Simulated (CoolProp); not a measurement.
Vapour-liquid equilibrium of propane (1) + R152A (2) at 4.54 bar; x and y are mole fractions of (1).

Model: multi-fluid Helmholtz-energy mixture model, Lemmon 2009 and Outcalt 1996; pair parameters Bell 2016, in CoolProp.

```csv
x,bubble temperature (K),y at the bubble point,dew temperature at overall composition x (K),liquid density (mol/L)
0.05,284.0,0.180,287.8,13.93
0.2,274.7,0.462,283.4,13.66
0.35,270.7,0.577,278.5,13.28
0.5,269.0,0.641,273.3,12.90
0.65,268.2,0.695,268.8,12.58
0.8,268.2,0.768,268.5,12.33
0.95,270.1,0.912,270.8,12.11
```

y crosses x between x = 0.65 and 0.8: the model has an azeotrope there.

Pair parameters are fitted to limited data, so mixtures are less certain than the pure fluids.
